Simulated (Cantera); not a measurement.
Si + NF3 + H2 (silicon etching in halogen gases)

A closed system holds: 1 mol Si, 0.64 mol NF3, 23 mol H2.

Equilibrium computed with Cantera from the NASA thermochemical tables; the gas is ideal and each condensed phase is pure. Candidate condensed phases: Si, Si3N4; 37 gas species. Mutual solubility and eutectic melting of coexisting phases are not modelled. The tables' values for SiF2, SiF3 are old estimates. Equilibrium is a limit: real reactors are often held back by kinetics, nucleation or transport.

Stable condensed phases:

```
T in °C \ P in Pa
              1    5.2     27    140    720   3700  19000 100000
   1425       A      A      B      B      B      B      C      C
   1400       A      A      B      B      B      B      C      D
   1375       A      B      B      B      B      B      C      D
   1350       A      B      B      B      B      C      C      D
   1325       A      B      B      B      B      C      C      D
   1300       B      B      B      B      B      C      C      D
   1275       B      B      B      B      B      C      D      D
   1250       B      B      B      B      C      C      D      D
   1225       B      B      B      B      C      C      D      D
   1200       B      B      B      B      C      C      D      D
   1175       B      B      B      C      C      C      D      D
   1150       B      B      B      C      C      C      D      D
   1125       B      B      B      C      C      C      D      D
```

A: gas only; B: Si; C: Si + Si3N4; D: Si3N4.
